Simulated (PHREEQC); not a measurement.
Synthetic water in mg/kgw, 80 °C, pH 2.01:

```tsv
constituent	mg/kgw
Na	1870
K	6.23
Ca	36.7
Mg	35.2
Cl	190
S(6) as SO4	4890
Mn(2)	0.574
B	0.484
```

Valence states are taken as typed.

Equilibrium calculation in PHREEQC: Pitzer model, pitzer.dat.

Each row changes one thing in this solution. This is a speciation only: nothing precipitates in the calculation.

| case | ionic strength (mol/kgw) | HSO4- (mol/kgw) | SO4-2 (mol/kgw) | SI of Halite (NaCl) |
|---|---|---|---|---|
| as made | 0.108 | 0.0326 | 0.0183 | -5.23 |
| S(6) from 4890 to 14700 mg/kgw | ___ | ___ | ___ | -5.30 |
| all concentrations times 2 at the same typed pH | ___ | 0.0588 | 0.0430 | -4.69 |

Question: Complete the blanks.

Answer: 
- S(6) from 4890 to 14700 mg/kgw, ionic strength (mol/kgw): 0.231
- S(6) from 4890 to 14700 mg/kgw, HSO4- (mol/kgw): 0.0875
- S(6) from 4890 to 14700 mg/kgw, SO4-2 (mol/kgw): 0.0656
- all concentrations times 2 at the same typed pH, ionic strength (mol/kgw): 0.219

Constants without temperature data keep their 25 °C values here.
